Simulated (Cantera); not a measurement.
Charge: 1 mol CuO, 0.78 mol H₂, 65 mol N₂, at 725 K and 1330 Pa.

Cantera equilibrium calculation (NASA polynomials, part measured and part estimated; ideal gas, pure solids and liquids). Candidate condensed phases: Cu, CuO, Cu(OH)₂, Cu₂O, H₂O; 27 gas species. The numbers say what is thermodynamically allowed, not how fast it happens.

Base state: N₂ 0.988, H₂O 0.0119 (mole fractions); condensed: Cu(s) + Cu₂O(s).

### Question
What changes in the equilibrium state with this change: temperature from 725 K to 2023 K?

### Answer
| species | before | after |
|---|---|---|
| N₂ | 0.988 | 0.970 |
| Cu | <1e-9 | 0.0149 |
| H₂O | 0.0119 | 0.0103 |
| O₂ | <1e-9 | 0.00148 |
| NO | <1e-9 | 0.000760 |
| OH | <1e-9 | 0.000627 |
| H | <1e-9 | 0.000464 |
| H₂ | 2.86e-9 | 0.000794 |
| Cu(s), mol | 0.560 | 0 |
| Cu₂O(s), mol | 0.220 | 0 |
